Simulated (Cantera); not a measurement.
Input: 1 mol Si, a varied amount of N2O, 140 mol H2, at 777 °C and 278 Torr.

These are equilibrium values from Cantera (NASA tables, ideal gas, pure condensed phases), not measurements of a reactor. Candidate condensed phases: H2O, Si, SiO2, Si2N2O, Si3N4; 35 gas species. Mutual solubility and eutectic melting of coexisting phases are not modelled. The numbers say what is thermodynamically allowed, not how fast it happens.

Problem. Which condensed phases are stable at each of these points (n(N2O) (mol)): 0.083, 0.15, 0.26, 0.45, 0.79, 1.4, 2.5, 4.3?

Solution. 
```csv
n(N2O) (mol),condensed phases,Si condensed (%)
0.083,Si(s) + Si2N2O(s),100.0
0.15,Si(s) + Si2N2O(s),100.0
0.26,Si(s) + Si2N2O(s),100.0
0.45,Si(s) + Si2N2O(s),100.0
0.79,SiO2(β-quartz) + Si2N2O(s),100.0
1.4,SiO2(β-quartz) + Si2N2O(s),100.0
2.5,SiO2(β-quartz),100.0
4.3,SiO2(β-quartz),100.0
```

From 0.083 mol N2O to 0.45 mol N2O the condensed part is Si(s) + Si2N2O(s). From 0.79 mol N2O to 1.4 mol N2O the condensed part is SiO2(β-quartz) + Si2N2O(s). From 2.5 mol N2O to 4.3 mol N2O the condensed part is SiO2(β-quartz).
